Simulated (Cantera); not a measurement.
Charge: 1 mol C2H2, 1.4 mol O2, at 1825 K and 6.10 bar.

These are equilibrium values from Cantera (NASA tables, ideal gas, pure condensed phases), not measurements of a reactor. Candidate condensed phases: C, C6H6, C7H8, C8H18, H2O; 110 gas species. The numbers say what is thermodynamically allowed, not how fast it happens.

Base state: CO 0.551, H2 0.183, H2O 0.151, CO2 0.116, H 7.62e-5 (mole fractions); condensed: gas only.

Task: What changes in the equilibrium state with this change: 1.9 mol H2 added?

Result: 
```csv
species,before,after
H2,0.183,0.457
CO,0.551,0.380
H2O,0.151,0.135
CO2,0.116,0.0286
H,7.62e-5,0.000121
```

Task: What changes in the equilibrium state with this change: pressure from 6.10 bar to 0.0260 bar?

Result: 
| species | before | after |
|---|---|---|
| CO | 0.551 | 0.550 |
| H2 | 0.183 | 0.182 |
| H2O | 0.151 | 0.150 |
| H | 7.62e-5 | 0.00117 |
| CO2 | 0.116 | 0.116 |
| OH | 4.40e-6 | 6.73e-5 |
